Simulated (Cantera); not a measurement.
**Stirred combustor or abatement burner**

A perfectly stirred reactor is fed with CH4 : O2 : N2 : H2O = 1 : 1.11 : 4.18 : 0.34 (molar parts), equivalence ratio 1.8, at 10500 Torr; it is adiabatic with a 625 K inlet, and is followed from long to short residence time, starting on the burning branch (τ in s: 0.06, 0.031, 0.016, 0.0082, 0.0042, 0.0022, 0.0011, 0.00058, 0.0003, 0.00015, 7.9e-05, 4.1e-05, 2.1e-05).

Model: GRI-Mech 3.0 (53 species, 325 reactions), integrated in Cantera. The pressure lies above the range GRI-Mech 3.0 was tuned for (to about 10 atm).

```tsv
τ (s)	T (K)	x CH4	x O2	x H2O	x CH2O	x C2H	x NO
0.060	1904	0.00614	0.000139	0.189	2.73e-6	2.77e-8	5.00e-7
0.031	1913	0.00772	0.000250	0.193	4.33e-6	4.66e-8	5.61e-7
0.016	1922	0.00947	0.000448	0.198	6.97e-6	7.32e-8	6.14e-7
0.0082	1930	0.0114	0.000803	0.202	1.14e-5	1.08e-7	6.41e-7
0.0042	1935	0.0135	0.00143	0.207	1.88e-5	1.49e-7	6.28e-7
0.0022	1935	0.0159	0.00251	0.210	3.12e-5	1.89e-7	5.68e-7
0.0011	1926	0.0189	0.00462	0.212	5.52e-5	2.17e-7	4.58e-7
0.00058	1901	0.0226	0.00838	0.212	0.000100	2.06e-7	3.19e-7
0.00030	1827	0.0299	0.0180	0.205	0.000243	1.15e-7	1.42e-7
0.00015	625	0.151	0.167	0.0513	<1e-12	<1e-12	<1e-12
7.9e-5	625	0.151	0.167	0.0513	<1e-12	<1e-12	<1e-12
4.1e-5	625	0.151	0.167	0.0513	<1e-12	<1e-12	<1e-12
2.1e-5	625	0.151	0.167	0.0513	<1e-12	<1e-12	<1e-12
```
x: mole fraction; the columns are a selection and need not sum to one.
